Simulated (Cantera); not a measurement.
**Low-pressure radical oxidation in H2/O2**

An isothermal, constant-pressure homogeneous reactor starts with H2 : O2 : N2 = 0.019 : 1 : 0.95 (molar parts), at 1123 K and 2670 Pa.

Detailed kinetics in Cantera: the H2/O2 subset of GRI-Mech 3.0, which has no nitrogen chemistry. Radical loss at walls, strong at low pressure, is not modelled.

| t (s) | x H2 | x O2 | x H2O | x O | x OH | x H |
|---|---|---|---|---|---|---|
| 0.000900 | 0.00965 | 0.508 | 5.59e-9 | 5.81e-9 | 3.76e-9 | 1.42e-9 |
| 0.00193 | 0.00965 | 0.508 | 1.15e-7 | 9.62e-8 | 5.99e-8 | 2.15e-8 |
| 0.00415 | 0.00960 | 0.508 | 3.76e-5 | 3.04e-5 | 1.88e-5 | 6.79e-6 |
| 0.00892 | 0.000414 | 0.501 | 0.00825 | 0.00594 | 0.000889 | 0.00109 |
| 0.0192 | 5.99e-5 | 0.501 | 0.00913 | 0.00500 | 0.000477 | 0.000479 |
| 0.0411 | 3.49e-5 | 0.503 | 0.00935 | 0.00294 | 0.000365 | 0.000214 |
| 0.0883 | 1.51e-5 | 0.504 | 0.00952 | 0.00127 | 0.000240 | 6.08e-5 |
| 0.190 | 4.85e-6 | 0.505 | 0.00961 | 0.000415 | 0.000137 | 1.13e-5 |
| 0.408 | 1.30e-6 | 0.505 | 0.00966 | 0.000114 | 7.18e-5 | 1.62e-6 |
| 0.875 | 3.30e-7 | 0.505 | 0.00968 | 2.97e-5 | 3.69e-5 | 2.18e-7 |
| 1.88 | 8.85e-8 | 0.505 | 0.00969 | 8.15e-6 | 1.94e-5 | 3.14e-8 |
| 4.04 | 2.62e-8 | 0.505 | 0.00969 | 2.47e-6 | 1.07e-5 | 5.25e-9 |
| 8.67 | 8.72e-9 | 0.505 | 0.00969 | 8.37e-7 | 6.22e-6 | 1.04e-9 |
| 18.6 | 3.20e-9 | 0.505 | 0.00969 | 3.12e-7 | 3.79e-6 | 2.35e-10 |
| 40.0 | 1.27e-9 | 0.505 | 0.00970 | 1.26e-7 | 2.41e-6 | 6.01e-11 |
x: mole fraction; the columns are a selection and need not sum to one.

Equilibrium at this temperature and pressure: H2 1.93e-10, O2 0.505, H2O 0.00970, O 1.93e-8, OH 9.42e-7, H 3.65e-12 (gas phase only).
